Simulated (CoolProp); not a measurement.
Properties of hydrogen chloride along the isotherm 387.4 K.

Values from CoolProp's reference Helmholtz-energy equation of state, Thol 2018.

| p (MPa) | phase | density (kg/m³) | isothermal compressibility (1/MPa) | expansivity (1/kK) | fugacity coefficient |
|---|---|---|---|---|---|
| 0.0131 | gas | 0.1483 | 76.36 | 2.584 | 0.9997 |
| 0.0222 | gas | 0.2514 | 45.07 | 2.586 | 0.9994 |
| 0.0374 | gas | 0.4238 | 26.76 | 2.589 | 0.9990 |
| 0.0632 | gas | 0.7166 | 15.85 | 2.595 | 0.9983 |
| 0.107 | gas | 1.215 | 9.372 | 2.604 | 0.9972 |
| 0.18 | gas | 2.047 | 5.582 | 2.619 | 0.9953 |
| 0.304 | gas | 3.469 | 3.316 | 2.646 | 0.9921 |
| 0.512 | gas | 5.874 | 1.980 | 2.691 | 0.9867 |
| 0.865 | gas | 10.02 | 1.183 | 2.771 | 0.9776 |
| 1.46 | gas | 17.19 | 0.7125 | 2.912 | 0.9624 |
| 2.46 | gas | 29.78 | 0.4350 | 3.174 | 0.9374 |
| 4.16 | gas | 52.95 | 0.2708 | 3.699 | 0.8961 |
